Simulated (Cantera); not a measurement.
Input: 1 mol PbO, 0.047 mol CO, 4.7 mol N2, 0.16 mol NH3, at 13.3 mbar.

These are equilibrium values from Cantera (NASA tables, ideal gas, pure condensed phases), not measurements of a reactor. Candidate condensed phases: C, C6H6, C7H8, C8H18, H2O, Pb, PbO, PbO2, Pb3O4; 139 gas species. Mutual solubility and eutectic melting of coexisting phases are not modelled. Equilibrium is a limit: real reactors are often held back by kinetics, nucleation or transport.

**Question.** Which condensed phases are stable at each of these points (T (K)): 725, 775, 825, 875, 925, 975, 1025, 1075?

**Answer.** 
| T (K) | condensed phases | Pb condensed (%) |
|---|---|---|
| 725 | Pb(l) + PbO(red) | 100.0 |
| 775 | Pb(l) + PbO(yellow) | 100.0 |
| 825 | Pb(l) + PbO(yellow) | 100.0 |
| 875 | Pb(l) + PbO(yellow) | 100.0 |
| 925 | Pb(l) + PbO(yellow) | 99.9 |
| 975 | Pb(l) + PbO(yellow) | 99.6 |
| 1025 | Pb(l) + PbO(yellow) | 98.9 |
| 1075 | Pb(l) + PbO(yellow) | 97.0 |

At 725 K the condensed part is Pb(l) + PbO(red). From 775 K to 1075 K the condensed part is Pb(l) + PbO(yellow).
